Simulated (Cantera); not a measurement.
A perfectly stirred reactor is fed with CH4 : H2 : O2 : N2 : H2O = 1 : 0.94 : 1.9 : 7.14 : 0.77 (molar parts), at 3.16 atm; it is adiabatic with a 673 K inlet, and is followed from long to short residence time, starting on the burning branch (τ in s: 0.035, 0.018, 0.0094, 0.0049, 0.0025, 0.0013, 0.00069, 0.00036, 0.00019, 9.7e-05, 5.1e-05, 2.6e-05, 1.4e-05).

Computed with Cantera and GRI-Mech 3.0 (53 species, 325 reactions).

Q: What does this change do: H2 0.94 to 1.4 parts?

A: 
```
quantity                                                                      before                               after
------------------------------------------------  ----------------------------------  ----------------------------------
blow-out, bracketed by the residence times tried  burning at 51.0 µs, out at 26.0 µs  burning at 51.0 µs, out at 26.0 µs
x(CH4) at τ = 35.0 ms                                                        2.54e-5                             6.43e-5
x(H2) at τ = 35.0 ms                                                          0.0520                              0.0791
x(O2) at τ = 35.0 ms                                                         9.76e-5                             6.54e-5
x(O) at τ = 35.0 ms                                                          2.15e-5                             8.44e-6
x(N2O) at τ = 35.0 ms                                                        1.78e-8                             1.00e-8
x(CH4) at τ = 0.690 ms                                                      0.000149                            0.000381
x(H2) at τ = 0.690 ms                                                         0.0525                              0.0781
x(O2) at τ = 0.690 ms                                                        0.00130                             0.00111
x(O) at τ = 0.690 ms                                                        0.000209                             7.05e-5
x(N2O) at τ = 0.690 ms                                                       5.28e-8                             4.26e-8
```

Q: What does this change do: pressure from 3.16 atm to 3.65 atm?

A: 
```csv
quantity,before,after
"blow-out, bracketed by the residence times tried","burning at 51.0 µs, out at 26.0 µs","burning at 51.0 µs, out at 26.0 µs"
x(CH4) at τ = 35.0 ms,2.54e-5,2.68e-5
x(H2) at τ = 35.0 ms,0.0520,0.0520
x(O2) at τ = 35.0 ms,9.76e-5,8.69e-5
x(O) at τ = 35.0 ms,2.15e-5,1.77e-5
x(N2O) at τ = 35.0 ms,1.78e-8,1.76e-8
x(CH4) at τ = 0.690 ms,0.000149,0.000163
x(H2) at τ = 0.690 ms,0.0525,0.0523
x(O2) at τ = 0.690 ms,0.00130,0.00119
x(O) at τ = 0.690 ms,0.000209,0.000162
x(N2O) at τ = 0.690 ms,5.28e-8,5.49e-8
```
